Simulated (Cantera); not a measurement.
A Cantera script and its output.

```python
import numpy as np
import cantera as ct

gas = ct.Solution("h2o2.yaml")
gas.TPX = 675, 100000, {'H2': 1, 'O2': 0.208, 'N2': 0.783, 'H2O': 0.043}
flame = ct.FreeFlame(gas, width=0.04)
flame.set_refine_criteria(ratio=3, slope=0.08, curve=0.16)
flame.transport_model = "mixture-averaged"
flame.solve(loglevel=0, auto=True)
z, T = flame.grid, flame.T
thick = (T[-1] - T[0]) / np.gradient(T, z).max()
show = ['H2', 'O2', 'H2O', 'H', 'HO2', 'O']
print(f"laminar burning velocity  {flame.velocity[0] * 100:.3f} cm/s")
print(f"burnt temperature         {T[-1]:.1f} K")
print(f"thermal thickness         {thick * 1e3:.4f} mm")
print(f"grid points               {len(z)}")
z0 = z[flame.heat_release_rate.argmax()]
print(f"{'z/mm':>9s}{'T/K':>9s}{'u/(m/s)':>9s}" + "".join(f"{s:>11s}" for s in show))
rows = []
for k in (-3, -2, -1.5, -1, -0.5, -0.25, 0, 0.25, 0.5, 1, 2, 4, 8):
    zz = z0 + k * thick
    rows.append([k * thick, np.interp(zz, z, T), np.interp(zz, z, flame.velocity),
                 *(np.interp(zz, z, flame.X[gas.species_index(s)]) for s in show)])
    print(f"{rows[-1][0] * 1e3:9.3f}{rows[-1][1]:9.1f}{rows[-1][2]:9.3f}" + "".join(f"{x:11.3e}" for x in rows[-1][3:]))
```

Result:

```
laminar burning velocity  1043.229 cm/s
burnt temperature         2193.5 K
thermal thickness         0.4823 mm
grid points               137
     z/mm      T/K  u/(m/s)         H2         O2        H2O          H        HO2          O
   -1.447    675.0   10.432  4.916e-01  1.023e-01  2.114e-02  1.738e-14  4.709e-12  4.390e-16
   -0.965    675.0   10.432  4.916e-01  1.023e-01  2.114e-02  1.692e-11  4.165e-10  3.354e-13
   -0.723    675.0   10.432  4.916e-01  1.023e-01  2.114e-02  2.240e-09  2.667e-08  3.857e-11
   -0.482    675.1   10.433  4.916e-01  1.023e-01  2.114e-02  6.283e-07  2.617e-06  8.825e-09
   -0.241    700.3   10.777  4.879e-01  1.019e-01  2.267e-02  6.004e-04  2.087e-04  1.797e-05
   -0.121    885.5   13.370  4.583e-01  9.579e-02  4.078e-02  1.009e-02  1.381e-04  3.447e-04
    0.000   1245.4   18.339  3.624e-01  5.947e-02  1.187e-01  5.178e-02  5.939e-05  2.613e-03
    0.121   1490.3   21.783  2.815e-01  1.421e-02  2.067e-01  8.553e-02  1.364e-05  2.264e-03
    0.241   1594.6   23.192  2.657e-01  2.459e-03  2.311e-01  8.748e-02  2.258e-06  1.132e-03
    0.482   1696.0   24.496  2.703e-01  3.908e-04  2.368e-01  7.642e-02  3.650e-07  7.842e-04
    0.965   1805.3   25.862  2.802e-01  2.213e-04  2.392e-01  6.101e-02  2.115e-07  5.849e-04
    1.929   1912.2   27.165  2.902e-01  1.369e-04  2.419e-01  4.544e-02  1.366e-07  3.736e-04
    3.858   2005.1   28.271  2.988e-01  7.223e-05  2.447e-01  3.167e-02  7.915e-08  2.020e-04
```

Computed with Cantera and the H2/O2 subset of GRI-Mech 3.0, which has no nitrogen chemistry. Burning velocities carry a grid error of a few per cent, more on coarse grids.
